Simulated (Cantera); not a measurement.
A perfectly stirred reactor is fed with CH₄ : CO : O₂ : N₂ = 1 : 0.11 : 5.01 : 18.8 (molar parts), at 1.00 bar; it is adiabatic with a 375 K inlet, and is followed from long to short residence time, starting on the burning branch (τ in s: 0.14, 0.048, 0.017, 0.0057, 0.002, 0.00068, 0.00023, 8e-05, 2.8e-05, 9.5e-06).

Detailed kinetics in Cantera: GRI-Mech 3.0 (53 species, 325 reactions).

### Question
What does this change do: 0.59 parts H2 added?

### Answer
| quantity | before | after |
|---|---|---|
| blow-out, bracketed by the residence times tried | burning at 17.0 ms, out at 5.70 ms | burning at 0.680 ms, out at 0.230 ms |
| x(CH₄) at τ = 0.140 s | 4.36e-5 | 1.70e-5 |
| x(CO) at τ = 0.140 s | 0.000483 | 0.000243 |
| x(O₂) at τ = 0.140 s | 0.119 | 0.106 |
| x(C₂H₆) at τ = 0.140 s | 1.85e-8 | 1.57e-9 |
| x(H₂O) at τ = 0.140 s | 0.0802 | 0.103 |
| x(CH₄) at τ = 0.680 ms | 0.0401 | 0.00102 |
| x(CO) at τ = 0.680 ms | 0.00441 | 0.0121 |
| x(O₂) at τ = 0.680 ms | 0.201 | 0.114 |
| x(C₂H₆) at τ = 0.680 ms | <1e-12 | 4.95e-7 |
| x(H₂O) at τ = 0.680 ms | <1e-12 | 0.0967 |
